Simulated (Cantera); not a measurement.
Source: NASA polynomial tables (part measured, part estimated), evaluated in Cantera. Values are per mole of reaction as written; species without (g) are pure solids or liquids, kept so even where they would boil at 1 bar.

Task: Between 300 and 2025 K, where is each reaction favourable under standard conditions?
- 2 SrO + O₂(g) + 4 HF(g) = 2 Sr(OH)₂ + 2 F₂(g)
- Sr(OH)₂ = 2 O(g) + H₂(g) + Sr
- H₂O₂(g) + SrO = O(g) + Sr(OH)₂

Result: 
- 2 SrO + O₂(g) + 4 HF(g) = 2 Sr(OH)₂ + 2 F₂(g): ΔG° is 460 kJ at 300 K and 992 kJ at 2025 K; it stays positive (K < 1). ΔH° is 531 kJ and ΔS° -228 J/K at 2025 K.
- Sr(OH)₂ = 2 O(g) + H₂(g) + Sr: ΔG° is 1344 kJ at 300 K and 695 kJ at 2025 K; it stays positive (K < 1). ΔH° is 1392 kJ and ΔS° 344 J/K at 2025 K.
- H₂O₂(g) + SrO = O(g) + Sr(OH)₂: ΔG° is 18 kJ at 300 K and -32 kJ at 2025 K; it changes sign between 1425 and 1625 K. ΔH° is 107 kJ and ΔS° 69 J/K at 2025 K.
